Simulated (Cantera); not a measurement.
A perfectly stirred reactor is fed with 9.59 % CH3OH, 10.3 % O2, 80.2 % N2, equivalence ratio 1.4, at 2.07 atm; it is adiabatic with a 598 K inlet, and is followed from long to short residence time, starting on the burning branch (τ in s: 0.066, 0.034, 0.017, 0.0089, 0.0045, 0.0023, 0.0012, 0.00061, 0.00031, 0.00016, 8.2e-05, 4.2e-05).

Model: GRI-Mech 3.0 (53 species, 325 reactions), integrated in Cantera. GRI-Mech 3.0 was tuned for natural gas; its chemistry of methanol as a main component is partial and can be far from experiment.

Question: Predict: blow-out, bracketed by the residence times tried; x(CH3OH) at τ = 66.0 ms; x(O2) at τ = 66.0 ms; x(C2H2) at τ = 66.0 ms; x(CO) at τ = 66.0 ms; x(HCO) at τ = 66.0 ms; x(CH3OH) at τ = 1.20 ms; x(O2) at τ = 1.20 ms; x(C2H2) at τ = 1.20 ms; x(CO) at τ = 1.20 ms; x(HCO) at τ = 1.20 ms.

Answer: 
| Property | Value |
|---|---|
| blow-out, bracketed by the residence times tried | burning at 0.310 ms, out at 0.160 ms |
| x(CH3OH) at τ = 66.0 ms | 2.85e-6 |
| x(O2) at τ = 66.0 ms | 8.96e-5 |
| x(C2H2) at τ = 66.0 ms | 4.31e-8 |
| x(CO) at τ = 66.0 ms | 0.0404 |
| x(HCO) at τ = 66.0 ms | 1.21e-7 |
| x(CH3OH) at τ = 1.20 ms | 4.92e-5 |
| x(O2) at τ = 1.20 ms | 0.00150 |
| x(C2H2) at τ = 1.20 ms | 2.30e-6 |
| x(CO) at τ = 1.20 ms | 0.0426 |
| x(HCO) at τ = 1.20 ms | 3.01e-6 |
